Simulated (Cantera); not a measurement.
Cantera run, input and output.

```python
import numpy as np
import cantera as ct

gas = ct.Solution("gri30.yaml", transport_model="multicomponent")
show = ['NH3', 'CH3', 'NO']

rows = []
print(f"{'T/K':>7s}{'rho':>11s}{'cp':>10s}{'mu':>11s}{'lambda':>11s}{'Pr':>7s}" + "".join(f"{'D_' + s:>11s}" for s in show))
for T in [400, 550, 700, 850, 1000, 1150, 1300]:
    gas.TPX = T, 100000, {'O2': 0.75}
    Pr = gas.cp_mass * gas.viscosity / gas.thermal_conductivity
    D = [gas.mix_diff_coeffs_mole[gas.species_index(s)] for s in show]
    rows.append([gas.density, gas.cp_mass, gas.viscosity, gas.thermal_conductivity, Pr, *D])
    print(f"{T:7g}{gas.density:11.4e}{gas.cp_mass:10.1f}{gas.viscosity:11.4e}"
          f"{gas.thermal_conductivity:11.4e}{Pr:7.3f}" + "".join(f"{d:11.4e}" for d in D))
print("SI units: kg/m3, J/kg/K, Pa s, W/m/K, m2/s")
```

It prints:

```
    T/K        rho        cp         mu     lambda     Pr      D_NH3      D_CH3       D_NO
    400 9.6212e-01     941.4 2.5629e-05 3.3889e-02  0.712 3.9045e-05 3.8354e-05 3.4367e-05
    550 6.9972e-01     987.2 3.2102e-05 4.4601e-02  0.711 7.0340e-05 6.6675e-05 5.9330e-05
    700 5.4978e-01    1031.1 3.7824e-05 5.4934e-02  0.710 1.0842e-04 1.0062e-04 8.9207e-05
    850 4.5276e-01    1064.7 4.3049e-05 6.4608e-02  0.709 1.5257e-04 1.3969e-04 1.2358e-04
   1000 3.8485e-01    1090.2 4.7912e-05 7.3669e-02  0.709 2.0227e-04 1.8354e-04 1.6214e-04
   1150 3.3465e-01    1108.6 5.2496e-05 8.2135e-02  0.709 2.5716e-04 2.3187e-04 2.0465e-04
   1300 2.9604e-01    1124.6 5.6858e-05 9.0286e-02  0.708 3.1694e-04 2.8449e-04 2.5093e-04
SI units: kg/m3, J/kg/K, Pa s, W/m/K, m2/s
```

Cantera simulation using GRI-Mech 3.0 (53 species, 325 reactions); the numbers are that mechanism's predictions, not measurements.
